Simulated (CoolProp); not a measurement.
Vapour-liquid equilibrium of p-xylene (1) + n-undecane (2) at 0.0502 MPa; x and y are mole fractions of (1).

The numbers come from the multi-fluid Helmholtz-energy mixture model, Zhou 2012 and Aleksandrov 2011; pair parameters Bell 2016 in CoolProp.

```tsv
x	bubble temperature (°C)	y at the bubble point	dew temperature at overall composition x (°C)	liquid density (mol/L)
0.05	164.1	0.172	167.7	4.103
0.15	155.2	0.427	164.8	4.347
0.25	147.6	0.600	161.6	4.604
0.35	141.0	0.720	158.2	4.877
0.45	135.3	0.805	154.3	5.169
0.55	130.3	0.866	150.0	5.485
0.65	125.9	0.911	145.0	5.827
0.75	122.0	0.945	139.1	6.201
0.85	118.5	0.971	131.6	6.613
0.95	115.3	0.992	121.4	7.069
```

No azeotrope shows between x = 0.05 and 0.95.

Pair parameters are fitted to limited data, so mixtures are less certain than the pure fluids.
